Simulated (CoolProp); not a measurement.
R115 along the isotherm 107.25 °C: Z from the reference equation and from simpler models built on Tc = 80.0 °C, pc = 3.129 MPa, ω = 0.248; each cubic takes its own stable root.

Computed with CoolProp (reference Helmholtz-energy equation of state, Lemmon 2016).

```
p (MPa)          phase  reference  Soave-Redlich-Kwong  Peng-Robinson
-------  -------------  ---------  -------------------  -------------
0.782              gas     0.9331               0.9315         0.9229
1.56               gas     0.8587               0.8576         0.8412
2.35               gas          …               0.7745         0.7513
3.13     supercritical     0.6712               0.6813         0.6528
3.91     supercritical     0.5515                    …         0.5430
4.69     supercritical     0.4305               0.4702         0.4415
5.48     supercritical     0.3748                    …         0.3989
6.26     supercritical     0.3745               0.4307         0.3968
7.04     supercritical          …                    …         0.4086
7.82     supercritical     0.4143               0.4665         0.4261
```

Problem. Some entries are withheld; supply them.

Solution. 
- 2.35, reference: 0.7720
- 3.91, Soave-Redlich-Kwong: 0.5734
- 5.48, Soave-Redlich-Kwong: 0.4296
- 7.04, reference: 0.3915
- 7.04, Soave-Redlich-Kwong: 0.4458
